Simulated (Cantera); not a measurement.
# Adiabatic ignition

An adiabatic, constant-pressure homogeneous reactor starts with 5.17 % CO, 0.191 % H₂, 7.85 % O₂, 86.8 % N₂, equivalence ratio 0.34, at 950 K and 1300000 Pa.

Model: GRI-Mech 3.0 (53 species, 325 reactions), integrated in Cantera. The hydrogen kinetics of GRI-Mech 3.0 are dated; newer H2 mechanisms differ, most at raised pressure. The pressure lies above the range GRI-Mech 3.0 was tuned for (to about 10 atm).

| t (s) | T (K) | x CO | x H₂ | x O₂ | x HO₂ | x NO | x H |
|---|---|---|---|---|---|---|---|
| 9.00e-6 | 950 | 0.0517 | 0.00191 | 0.0785 | 5.50e-11 | <1e-12 | <1e-12 |
| 3.15e-5 | 950 | 0.0517 | 0.00191 | 0.0785 | 4.17e-10 | <1e-12 | 1.84e-12 |
| 0.000110 | 950 | 0.0517 | 0.00191 | 0.0785 | 2.03e-9 | <1e-12 | 2.69e-12 |
| 0.000384 | 950 | 0.0517 | 0.00191 | 0.0785 | 7.95e-9 | <1e-12 | 5.31e-12 |
| 0.00134 | 950 | 0.0517 | 0.00191 | 0.0785 | 3.14e-8 | <1e-12 | 1.57e-11 |
| 0.00469 | 950 | 0.0517 | 0.00191 | 0.0785 | 1.53e-7 | <1e-12 | 6.99e-11 |
| 0.0164 | 951 | 0.0516 | 0.00191 | 0.0785 | 9.75e-7 | <1e-12 | 4.54e-10 |
| 0.0573 | 961 | 0.0505 | 0.00179 | 0.0779 | 4.23e-6 | <1e-12 | 2.72e-9 |
| 0.200 | 1394 | 1.50e-5 | 1.08e-8 | 0.0532 | 9.62e-8 | 1.52e-6 | 9.05e-10 |
| 0.700 | 1395 | 5.73e-8 | 9.87e-10 | 0.0532 | 8.20e-9 | 1.62e-6 | 3.96e-11 |
x: mole fraction; the columns are a selection and need not sum to one.

```yaml
time_of_steepest_temperature_rise: 0.170 s
temperature at 0.700 s: 1395 K
equilibrium_temperature: 1394 K
x(CO) at 0.700 s: 5.73e-8 (gas-phase equilibrium 5.65e-8)
x(H₂) at 0.700 s: 9.87e-10 (gas-phase equilibrium 9.75e-10)
x(O₂) at 0.700 s: 0.0532 (gas-phase equilibrium 0.0530)
```
